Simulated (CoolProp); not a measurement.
Properties of R410A along the isobar 6.08 bar (Tc = 71.3 °C, pc = 49.01 bar, ω = 0.296).

Values from CoolProp's reference Helmholtz-energy equation of state, Lemmon 2003. It is a pseudo-pure fit of the blend.

| T (°C) | phase | density (kg/m³) | speed of sound (m/s) | expansivity (1/kK) | viscosity (µPa s) |
|---|---|---|---|---|---|
| -46.05 | liquid | 1334 | 798.7 | 2.399 | 288 |
| -23.95 | liquid | 1260 | 687.7 | 2.789 | 222 |
| 20.15 | gas | 19.86 | 185.9 | 4.775 | 12.8 |
| 42.25 | gas | 18.03 | 195.2 | 4.049 | 13.8 |
| 64.25 | gas | 16.58 | 203.5 | 3.571 | 14.8 |
| 86.35 | gas | 15.39 | 211.0 | 3.220 | 15.7 |
| 108.45 | gas | 14.37 | 218.1 | 2.948 | 16.7 |
| 130.45 | gas | 13.50 | 224.8 | 2.729 | 17.6 |
| 152.55 | gas | 12.74 | 231.2 | 2.546 | 18.5 |
| 174.65 | gas | 12.07 | 237.3 | 2.390 | 19.3 |
| 196.65 | gas | 11.46 | 243.2 | 2.255 | 20.2 |
| 218.75 | gas | 10.92 | 248.9 | 2.136 | 21.0 |

Viscosity comes from a separate model (Geller 2000).
